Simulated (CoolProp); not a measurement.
Vapour-liquid equilibrium of R152A (1) + isobutene (2) at 0.225 bar; x and y are mole fractions of (1).

Computed with CoolProp (multi-fluid Helmholtz-energy mixture model, Outcalt 1996 and Lemmon 2005; pair parameters Bell 2016).

Question: Give the bubble temperature and the first vapour's composition at x = 0.2, 0.425, 0.5. Is there an azeotrope?

Answer: x = 0.2: 221.9 K, y = 0.547; x = 0.425: 219.3 K, y = 0.661; x = 0.5: 219.0 K, y = 0.682. y crosses x between x = 0.725 and 0.8: the model has an azeotrope there.

Pair parameters are fitted to limited data, so mixtures are less certain than the pure fluids.
